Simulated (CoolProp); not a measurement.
Fluorine along the isotherm 89.1 K: fugacity coefficient from the reference equation and from simpler models built on Tc = 144.4 K, pc = 52.40 bar, ω = 0.045; each cubic takes its own stable root.

Model: reference Helmholtz-energy equation of state, de Reuck 1990, in CoolProp.

| p (bar) | phase | reference |
|---|---|---|
| 0.632 | gas | 0.9819 |
| 1.12 | gas | 0.9679 |
| 2 | liquid | 0.7542 |
| 3.56 | liquid | 0.4260 |
| 6.32 | liquid | 0.2423 |
| 11.2 | liquid | 0.1391 |
| 20 | liquid | 0.08029 |
| 35.6 | liquid | 0.04761 |
| 63.2 | liquid | 0.02950 |
| 112 | liquid | 0.01967 |
| 200 | liquid | 0.01484 |

**Question.** How far does each simpler model (van der Waals, Redlich-Kwong, Soave-Redlich-Kwong, Peng-Robinson) lie from the reference over these 11 states: mean and median of the absolute difference, and the worst?

**Answer.** 
- van der Waals: mean 171.7 %, median 220.3 %, worst +322.4 % at 89.1 K and 200 bar
- Redlich-Kwong: mean 7.0 %, median 8.4 %, worst -9.1 % at 89.1 K and 200 bar
- Soave-Redlich-Kwong: mean 1.5 %, median 1.8 %, worst +1.8 % at 89.1 K and 2 bar
- Peng-Robinson: mean 2.4 %, median 3.1 %, worst -4.1 % at 89.1 K and 200 bar

At some of these states van der Waals gives the other phase, because its saturation line lies elsewhere.
